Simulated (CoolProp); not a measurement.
R1132(E) along the isotherm 245 K: Z from the reference equation and from simpler models built on Tc = 348.8 K, pc = 5.174 MPa, ω = 0.245; each cubic takes its own stable root.

Model: reference Helmholtz-energy equation of state, Akasaka 2024, in CoolProp.

| p (MPa) | phase | reference | van der Waals | Redlich-Kwong | Peng-Robinson |
|---|---|---|---|---|---|
| 0.0206 | gas | 0.9954 | 0.9973 | 0.9964 | 0.9958 |
| 0.0302 | gas | 0.9933 | 0.9960 | 0.9947 | 0.9938 |
| 0.0443 | gas | 0.9901 | 0.9942 | 0.9922 | 0.9909 |
| 0.065 | gas | 0.9854 | 0.9914 | 0.9884 | 0.9867 |
| 0.0954 | gas | 0.9784 | 0.9874 | 0.9830 | 0.9803 |
| 0.14 | gas | 0.9680 | 0.9814 | 0.9748 | 0.9709 |
| 0.206 | gas | 0.9522 | 0.9723 | 0.9626 | 0.9568 |
| 0.443 | liquid | 0.01286 | 0.9385 | 0.9161 | 0.01255 |
| 0.65 | liquid | 0.01886 | 0.9068 | 0.02165 | 0.01840 |
| 0.954 | liquid | 0.02767 | 0.8556 | 0.03173 | 0.02698 |
| 1.4 | liquid | 0.04056 | 0.06743 | 0.04647 | 0.03954 |
| 2.06 | liquid | 0.05959 | 0.09865 | 0.06816 | 0.05808 |
| 3.02 | liquid | 0.08718 | 0.1435 | 0.09950 | 0.08491 |

At some of these states van der Waals, Redlich-Kwong gives the other phase, because its saturation line lies elsewhere.
